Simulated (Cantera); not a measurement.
NO annealing gas

An isothermal, constant-pressure homogeneous reactor starts with NO : N2 = 1 : 4.2 (molar parts), at 1875 K and 0.306 atm.

Computed with Cantera and GRI-Mech 3.0 (53 species, 325 reactions).

| t (s) | x NO | x O | x N2O | x N2 | x O2 |
|---|---|---|---|---|---|
| 0.000500 | 0.192 | 1.94e-6 | 2.34e-6 | 0.808 | 2.65e-8 |
| 0.00135 | 0.192 | 4.63e-6 | 5.55e-6 | 0.808 | 2.10e-7 |
| 0.00362 | 0.192 | 1.19e-5 | 1.09e-5 | 0.808 | 2.36e-6 |
| 0.00976 | 0.192 | 2.22e-5 | 1.52e-5 | 0.808 | 2.54e-5 |
| 0.0263 | 0.192 | 2.45e-5 | 1.58e-5 | 0.808 | 0.000124 |
| 0.0707 | 0.191 | 2.55e-5 | 1.57e-5 | 0.808 | 0.000397 |
| 0.190 | 0.190 | 2.81e-5 | 1.54e-5 | 0.809 | 0.00113 |
| 0.512 | 0.186 | 3.42e-5 | 1.47e-5 | 0.811 | 0.00313 |
| 1.38 | 0.175 | 4.66e-5 | 1.30e-5 | 0.816 | 0.00850 |
| 3.71 | 0.148 | 6.83e-5 | 9.14e-6 | 0.830 | 0.0220 |
| 10.0 | 0.0942 | 9.79e-5 | 3.67e-6 | 0.857 | 0.0489 |
x: mole fraction; the columns are a selection and need not sum to one.

Equilibrium at this temperature and pressure: NO 0.00382, O 0.000133, N2O 1.29e-7, N2 0.902, O2 0.0942 (gas phase only).
